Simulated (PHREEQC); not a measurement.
Dissolve 9.1 mmol/kgw HF, 6.1 mmol/kgw (NH4)2SiF6 and 41 mmol/kgw HCl at 25 °C. Closed to the air; pH follows from the charge balance.

Equilibrium calculation in PHREEQC: ion-association model, phreeqc.dat.

### Question
The ionic strength comes out as 0.0594 mol/kgw. What activity coefficients do Cl-, SiF6-2, F-, H+, NH4+ get?

### Answer
Cl- 0.80, SiF6-2 0.44, F- 0.80, H+ 0.85, NH4+ 0.79.

No solid was allowed to form. Species that the database lacks are ignored. SiF6-2 is the database's only silicon fluoride.
